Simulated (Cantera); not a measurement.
What does this Cantera script print?

```python
import numpy as np
import cantera as ct

gas_names = """
    C CH CH2 CH3 CH2OH CH3O CH4 CH3OH CO CO2 COOH C2 C2H CHCO,ketyl C2H2,acetylene C2H2,vinylidene
    CH2CO,ketene C2H3,vinyl CH3CO,acetyl C2H4 C2H4O,ethylen CH3CHO,ethanal CH3COOH (HCOOH)2 C2H5 C2H6
    CH3OCH3 C2H5OH C2O C3 C3H3,propargyl C3H4,allene C3H4,propyne C3H4,cyclo- C3H5,allyl C3H6,propylene
    C3H6,cyclo- C3H6O C3H7,n-propyl C3H7,i-propyl C3H8 C3H8O,1propanol C3H8O,2propanol C3O2 C4 C4H2
    C4H4,1,3-cyclo- C4H6,butadiene C4H6,2-butyne C4H6,cyclo- C4H8,1-butene C4H8,cis2-buten
    C4H8,tr2-butene C4H8,isobutene C4H8,cyclo- (CH3COOH)2 C4H9,n-butyl C4H9,i-butyl C4H9,s-butyl
    C4H9,t-butyl C4H10,isobutane C4H10,n-butane C5 C5H6,1,3cyclo- C5H8,cyclo- C5H10,1-pentene
    C5H10,cyclo- C5H11,pentyl C5H11,t-pentyl C5H12,n-pentane C5H12,i-pentane CH3C(CH3)2CH3 C6H2
    C6H5,phenyl C6H5O,phenoxy C6H6 C6H5OH,phenol C6H10,cyclo- C6H12,1-hexene C6H12,cyclo- C6H13,n-hexyl
    C7H7,benzyl C7H8 C7H8O,cresol C7H14,1-heptene C7H15,n-heptyl C7H16,n-heptane C8H8,styrene
    C8H10,ethylbenz C8H16,1-octene C8H17,n-octyl C8H18,isooctane C8H18,n-octane C9H19,n-nonyl
    C10H8,naphthale C10H21,n-decyl C12H9,o-bipheny C12H10,bipheny Ca CaO CaOH CaO2H2 Ca2 H HCO HO2 H2
    HCHO,formaldehy HCOOH H2O H2O2 O OH O2 O3
""".split()
cond_names = """
    C(gr) C6H6(L) C7H8(L) C8H18(L),n-octa Ca(a) Ca(b) Ca(L) CaCO3(caL) CaO(s) CaO(L) CaO2H2(s) H2O(s)
    H2O(L)
""".split()


def load(file, names, dense=False):
    # The tables refer to 1 bar. Condensed volumes are neglected.
    table = {s.name: s for s in ct.Species.list_from_file(file)}
    out = []
    for n in names:
        d = dict(table[n].input_data)
        d["thermo"] = dict(d["thermo"], **{"reference-pressure": 1e5})
        if dense:
            d["equation-of-state"] = {"model": "constant-volume", "density": "1e6 g/cm^3"}
        out.append(ct.Species.from_dict(d))
    return out


gas = ct.Solution(thermo="ideal-gas", species=load("nasa_gas.yaml", gas_names))
cond = {s.name: ct.Solution(thermo="fixed-stoichiometry", species=[s], name=s.name)
        for s in load("nasa_condensed.yaml", cond_names, dense=True)}
atoms = {
    'Ca(OH)2': {'Ca': 1, 'O': 2, 'H': 2},
    'C': {'C': 1},
    'CO2': {'C': 1, 'O': 2},
}
top_T = {'C(gr)': 4500}  # K; cautious upper limits of use, not melting points


def equilibrate(T, P, feed):
    n = {}
    for name, mol in feed.items():
        for a, k in atoms[name].items():
            n[a] = n.get(a, 0.0) + k * mol
    gas.TPX = T, P, n
    mass = sum(n.values()) * gas.mean_molecular_weight
    gas.equilibrate("TP")
    valid = [c for c in cond.values() if c.min_temp <= T <= top_T.get(c.name, c.max_temp)]
    mix = ct.Mixture([(gas, mass / gas.mean_molecular_weight)] + [(c, 0.0) for c in valid])
    mix.T, mix.P = T, P
    mix.equilibrate("TP", solver="vcs", rtol=1e-11, max_steps=5000)
    return mix


results = []
feed = {'Ca(OH)2': 1, 'C': 0.0082, 'CO2': 0.1}  # mol
P = 101325  # Pa
for T in [1300, 1400, 1500, 1600, 1700, 1800, 1900, 2000, 2100, 2200]:
    mix = equilibrate(T, P, feed)
    results.append((T, P, feed, dict(zip(mix.species_names, mix.species_moles))))

top = {s: max(r[3][s] / sum(r[3][g] for g in gas_names) for r in results) for s in gas_names}
cols = sorted((s for s in top if top[s] > 1e-06), key=lambda s: -top[s])[:6]
seen = [c for c in cond_names if any(r[3].get(c, 0) > 1e-12 for r in results)]
print("log10 of partial pressures in bar; condensed amounts in mol")
print(f"{'T/K':>10s}" + "".join(f"{s[:9]:>10s}" for s in cols + seen))
for T, P, feed, n in results:
    ng = sum(n[g] for g in gas_names)
    print(f"{T:10.4g}" + "".join(f"{np.log10(max(n[s] / ng * P / 1e5, 1e-99)):10.3f}" for s in cols)
          + "".join(f"{n.get(c, 0):10.4g}" for c in seen))
```

It prints:

```
log10 of partial pressures in bar; condensed amounts in mol
       T/K       H2O       CO2        H2        CO        OH        O2    CaO(s)
      1300    -0.045    -1.015    -1.899    -2.623    -6.936   -10.415         1
      1400    -0.045    -1.017    -1.914    -2.550    -6.102    -8.951         1
      1500    -0.045    -1.019    -1.929    -2.491    -5.379    -7.677         1
      1600    -0.044    -1.021    -1.944    -2.442    -4.744    -6.558         1
      1700    -0.044    -1.022    -1.957    -2.401    -4.184    -5.569         1
      1800    -0.044    -1.024    -1.967    -2.365    -3.687    -4.692         1
      1900    -0.044    -1.026    -1.968    -2.326    -3.246    -3.922         1
      2000    -0.045    -1.029    -1.947    -2.270    -2.861    -3.275    0.9999
      2100    -0.047    -1.036    -1.886    -2.180    -2.535    -2.778    0.9998
      2200    -0.052    -1.048    -1.786    -2.060    -2.263    -2.417    0.9996
```

Method: chemical equilibrium by Gibbs-energy minimisation in Cantera with the NASA 1993 tables (ideal gas, pure condensed phases).
